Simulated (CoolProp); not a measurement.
Vapour-liquid equilibrium of ethylbenzene (1) + n-nonane (2) at 806 kPa; x and y are mole fractions of (1).

Computed with CoolProp (multi-fluid Helmholtz-energy mixture model, Zhou 2012 and Lemmon 2006; pair parameters Bell 2016).

```
x     bubble temperature (°C)  y at the bubble point  dew temperature at overall composition x (°C)  liquid density (mol/L)
----  -----------------------  ---------------------  ---------------------------------------------  ----------------------
0.05                    249.7                  0.063                                          249.9                   3.962
0.15                    247.4                    ___                                          248.0                   4.130
0.25                    245.2                  0.298                                          246.1                   4.308
0.35                    243.2                  0.404                                          244.2                   4.497
0.45                    241.4                  0.505                                          242.4                   4.698
0.55                    239.8                  0.599                                            ___                   4.914
0.65                    238.3                  0.690                                          238.9                     ___
0.75                    237.1                  0.778                                          237.5                   5.393
0.85                      ___                  0.865                                          236.3                     ___
0.95                    235.4                  0.954                                          235.4                   5.954
```

**Question.** Some entries are withheld; supply them.

**Answer.** 
- 0.15, y at the bubble point: 0.184
- 0.55, dew temperature at overall composition x (°C): 240.6
- 0.65, liquid density (mol/L): 5.144
- 0.85, bubble temperature (°C): 236.1
- 0.85, liquid density (mol/L): 5.662

No azeotrope shows between x = 0.05 and 0.95.

Pair parameters are fitted to limited data, so mixtures are less certain than the pure fluids.
